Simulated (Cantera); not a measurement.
A jet of CH₄ : O₂ : N₂ = 0.017 : 0.12 : 0.79 (molar parts) at 300 K and 105 Torr hits a platinum plate 6.5 cm away at a mass flux of 0.058 kg/m²/s; the plate temperature is set and raised in steps from an oxygen-covered start.

Model: Deutschmann's 1995 Pt surface mechanism with GRI-Mech 3.0 gas chemistry, integrated in Cantera. Catalytic surfaces can have several steady states; this one follows from the mechanism file's or the stated starting coverage.

x: mole fraction at the wall; θ: surface coverage.

```json
[
 {"plate T (K)": "850", "wall x CH₄": "0.0142", "wall x O₂": "0.121", "wall x H₂O": "0.00777", "wall x OH": "<1e-8", "wall x CO": "3.56e-6", "wall x CO₂": "0.00508", "θ free Pt": "0.120", "θ O*": "0.880", "θ OH*": "___"},
 {"plate T (K)": "900", "wall x CH₄": "0.0108", "wall x O₂": "0.113", "wall x H₂O": "0.0140", "wall x OH": "2.17e-8", "wall x CO": "3.87e-6", "wall x CO₂": "0.00920", "θ free Pt": "0.177", "θ O*": "0.822", "θ OH*": "___"},
 {"plate T (K)": "950", "wall x CH₄": "0.00775", "wall x O₂": "0.107", "wall x H₂O": "0.0197", "wall x OH": "6.74e-8", "wall x CO": "3.81e-6", "wall x CO₂": "0.0129", "θ free Pt": "0.240", "θ O*": "0.758", "θ OH*": "0.00122"},
 {"plate T (K)": "1000", "wall x CH₄": "0.00552", "wall x O₂": "0.102", "wall x H₂O": "0.0238", "wall x OH": "1.83e-7", "wall x CO": "3.65e-6", "wall x CO₂": "0.0157", "θ free Pt": "0.307", "θ O*": "0.692", "θ OH*": "0.00120"},
 {"plate T (K)": "1050", "wall x CH₄": "0.00403", "wall x O₂": "0.0991", "wall x H₂O": "0.0265", "wall x OH": "4.39e-7", "wall x CO": "3.51e-6", "wall x CO₂": "0.0174", "θ free Pt": "0.374", "θ O*": "0.625", "θ OH*": "0.00112"},
 {"plate T (K)": "1100", "wall x CH₄": "0.00304", "wall x O₂": "0.0970", "wall x H₂O": "0.0282", "wall x OH": "9.54e-7", "wall x CO": "3.47e-6", "wall x CO₂": "0.0186", "θ free Pt": "0.439", "θ O*": "0.560", "θ OH*": "___"},
 {"plate T (K)": "1150", "wall x CH₄": "0.00238", "wall x O₂": "0.0957", "wall x H₂O": "0.0293", "wall x OH": "1.91e-6", "wall x CO": "3.53e-6", "wall x CO₂": "0.0193", "θ free Pt": "0.503", "θ O*": "0.496", "θ OH*": "___"}
]
```

Q: Some entries are withheld; supply them.

A: 
- 850, θ OH*: 0.000891
- 900, θ OH*: 0.00112
- 1100, θ OH*: 0.00102
- 1150, θ OH*: 0.000911
